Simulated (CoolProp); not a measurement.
Octamethyltrisiloxane (MDM) along the isobar 388 kPa: Z from the reference equation and from simpler models built on Tc = 565.4 K, pc = 1438 kPa, ω = 0.528; each cubic takes its own stable root.

The numbers come from the reference Helmholtz-energy equation of state, Thol 2017 in CoolProp.

| T (K) | phase | reference | Redlich-Kwong | Soave-Redlich-Kwong | Peng-Robinson |
|---|---|---|---|---|---|
| 281.1 | liquid | 0.04715 | 0.05557 | 0.05304 | 0.04725 |
| 285.7 | liquid | 0.04665 | 0.05495 | 0.05238 | 0.04665 |
| 290.4 | liquid | 0.04615 | 0.05434 | 0.05173 | 0.04606 |
| 295.1 | liquid | 0.04568 | 0.05376 | 0.05111 | 0.04550 |
| 299.8 | liquid | 0.04522 | 0.05320 | 0.05051 | 0.04496 |
| 304.5 | liquid | 0.04478 | 0.05267 | 0.04994 | 0.04444 |
| 309.2 | liquid | 0.04436 | 0.05216 | 0.04940 | 0.04394 |
| 313.8 | liquid | 0.04397 | 0.05168 | 0.04888 | 0.04348 |
| 318.5 | liquid | 0.04358 | 0.05122 | 0.04838 | 0.04302 |
| 323.2 | liquid | 0.04320 | 0.05078 | 0.04790 | 0.04258 |
| 327.9 | liquid | 0.04284 | 0.05036 | 0.04744 | 0.04216 |
| 332.6 | liquid | 0.04250 | 0.04995 | 0.04700 | 0.04176 |
| 337.2 | liquid | 0.04218 | 0.04958 | 0.04659 | 0.04138 |
| 341.9 | liquid | 0.04186 | 0.04922 | 0.04619 | 0.04101 |
